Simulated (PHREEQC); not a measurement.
# Hard or scaling water

Make-up at 34 °C: 0.16 mmol/kgw CaSO4, 0.64 mmol/kgw Na2HPO4 and 11 mmol/kgw KCl. Closed to the air; pH follows from the charge balance.

Model: ion-association model, wateq4f.dat, run in PHREEQC.

Precipitation was switched off in this run.

Q: Predict the pH, ionic strength.

A: pH 8.45; ionic strength 0.0134 mol/kgw.

Q: In which forms is P present?

A: HPO4-2 90 %, H2PO4- 3.5 %, CaHPO4 2.9 %, CaPO4- 2.5 %, KHPO4- 1.2 % of the P.

Saturation is exceeded, for instance for Hydroxyapatite; the values hold only as long as no solid forms. H3PO4, which wateq4f.dat lacks, is added to it with the constant of phreeqc.dat.
